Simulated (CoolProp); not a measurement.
Values from CoolProp's reference Helmholtz-energy equation of state, Lemmon 2000. It is a pseudo-pure fit of the blend.

Problem. For dry air, give the phase and the cp (kJ/(kg K)) at 141.1 K and 1.23 bar; 141.1 K and 2.52 bar; 141.1 K and 189 bar.

Solution. 
- 141.1 K and 1.23 bar: gas; cp 1.02
- 141.1 K and 2.52 bar: gas; cp 1.03
- 141.1 K and 189 bar: supercritical; cp 1.96
